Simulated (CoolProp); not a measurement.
Vapour-liquid equilibrium of R125 (1) + ethanol (2) at 0.0586 MPa; x and y are mole fractions of (1).

The numbers come from the multi-fluid Helmholtz-energy mixture model, Lemmon 2005 and Schroeder 2014; pair parameters Bell 2016 in CoolProp.

```tsv
x	bubble temperature, mixture model (°C)	bubble temperature, Raoult's law (°C)	y, mixture model	y, Raoult's law
0.05	-15.7	16.2	0.992	0.925
0.15	-39.1	-16.2	0.999	0.993
0.25	-46.4	-29.4	1.000	0.998
0.35	-50.0	-37.3	1.000	0.999
0.45	-52.1	-42.8	1.000	1.000
0.55	-53.5	-47.1	1.000	1.000
0.65	-54.5	-50.4	1.000	1.000
0.75	-55.4	-53.2	1.000	1.000
0.85	-56.4	-55.6	1.000	1.000
0.95	-57.8	-57.7	1.000	1.000
```

The largest gap from Raoult's law is -31.9 K in bubble temperature, at x = 0.05. No azeotrope shows between x = 0.05 and 0.95.

Pair parameters are fitted to limited data, so mixtures are less certain than the pure fluids. With so large a gap from Raoult's law the liquid may split in two, which this calculation doesn't test in full.
